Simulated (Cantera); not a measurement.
Charge: 1 mol SiC, 0.021 mol N2O, 200 mol N2, held at 5.10 bar.

These are equilibrium values from Cantera (NASA tables, ideal gas, pure condensed phases), not measurements of a reactor. Candidate condensed phases: C, Si, SiC, SiO2, Si2N2O, Si3N4; 34 gas species. Mutual solubility and eutectic melting of coexisting phases are not modelled. Rates play no part.

x: gas mole fraction; n: condensed amount in mol.

```json
[
 {"T (K)": "973", "x N2": "1.00", "x CO": "…", "x SiO": "<1e-12", "x Si": "<1e-12", "x SiN": "<1e-12", "n C(graphite)": "1.00", "n Si2N2O(s)": "0.0210", "n Si3N4(s)": "0.319", "n SiC(s)": "0"},
 {"T (K)": "1123", "x N2": "1.00", "x CO": "…", "x SiO": "<1e-12", "x Si": "<1e-12", "x SiN": "<1e-12", "n C(graphite)": "1.000", "n Si2N2O(s)": "0.0210", "n Si3N4(s)": "0.319", "n SiC(s)": "0"},
 {"T (K)": "1273", "x N2": "1.00", "x CO": "…", "x SiO": "<1e-12", "x Si": "<1e-12", "x SiN": "<1e-12", "n C(graphite)": "1.000", "n Si2N2O(s)": "0.0209", "n Si3N4(s)": "0.319", "n SiC(s)": "0"},
 {"T (K)": "1423", "x N2": "1.000", "x CO": "…", "x SiO": "2.90e-10", "x Si": "<1e-12", "x SiN": "<1e-12", "n C(graphite)": "0.999", "n Si2N2O(s)": "0.0196", "n Si3N4(s)": "0.320", "n SiC(s)": "0"},
 {"T (K)": "1573", "x N2": "1.000", "x CO": "0.000101", "x SiO": "3.05e-8", "x Si": "1.19e-11", "x SiN": "2.56e-11", "n C(graphite)": "0.980", "n Si2N2O(s)": "0.000835", "n Si3N4(s)": "0.333", "n SiC(s)": "0"},
 {"T (K)": "1723", "x N2": "1.000", "x CO": "0.000105", "x SiO": "1.67e-7", "x Si": "1.16e-9", "x SiN": "1.47e-9", "n C(graphite)": "0.979", "n Si2N2O(s)": "0", "n Si3N4(s)": "0.333", "n SiC(s)": "0"},
 {"T (K)": "1873", "x N2": "1.000", "x CO": "0.000105", "x SiO": "6.61e-7", "x Si": "5.33e-8", "x SiN": "4.33e-8", "n C(graphite)": "0.979", "n Si2N2O(s)": "0", "n Si3N4(s)": "0.333", "n SiC(s)": "0"},
 {"T (K)": "2023", "x N2": "1.000", "x CO": "0.000101", "x SiO": "4.25e-6", "x Si": "1.38e-6", "x SiN": "7.68e-7", "n C(graphite)": "0", "n Si2N2O(s)": "0", "n Si3N4(s)": "0.00635", "n SiC(s)": "0.980"}
]
```

Question: Complete the blanks.

Answer: 
- 973, x CO: 1.83e-11
- 1123, x CO: 4.33e-9
- 1273, x CO: 2.77e-7
- 1423, x CO: 7.26e-6
